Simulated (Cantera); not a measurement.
# Ignition delay

Mixture: CO : H2 : CH4 : O2 : N2 : H2O = 1 : 0.047 : 0.043 : 0.381 : 1.43 : 0.28 (molar parts), equivalence ratio 1.6, at 750 Torr, adiabatic and at constant volume. Ignition delay is the time to a rise of 400 K.

Detailed kinetics in Cantera: GRI-Mech 3.0 (53 species, 325 reactions). Below about 1000 K GRI-Mech 3.0 lacks low-temperature oxidation paths.

```csv
T0 (K),delay (ms)
950,14.9
1000,4.66
1050,1.94
1100,0.951
1150,0.531
1200,0.330
1250,0.224
1300,0.164
1350,0.126
```

```json
{
  "apparent activation energy between 1250 and 1350 K": "81 kJ/mol"
}
```
